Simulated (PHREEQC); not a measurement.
A PHREEQC input (ion-association model, wateq4f.dat):

```
SOLUTION 1
  temp 25
  units mg/L
  pH 5.69
  pe 11.1
  Na 0.284
  K 0.0849
  Ca 0,441
  Mg 0.111
  Cl 0.264
  S(6) 0.11 as SO4
  Alkalinity 2.26 as HCO3
  Pb 0.00547
  Cd 0.0279
  Sr 0.0357
END
USE solution 1
EQUILIBRIUM_PHASES 1
  CO2(g) -3.4 10
END
```

The run finishes without an error or a warning.

Its last state differs from that of the intended input:

```tsv
quantity	as run	intended
ionic strength (mol/kgw)	4.24e-5	6.44e-5
SI of Pb(OH)2 (Pb(OH)2)	-2.29	-2.30
```

Task: One thing in the input isn't as intended. What explains the difference?

Result: This is not unique; one that fits is The fault: a decimal comma in the Ca value. The line should read `Ca 0.441` where the input has `Ca 0,441`.
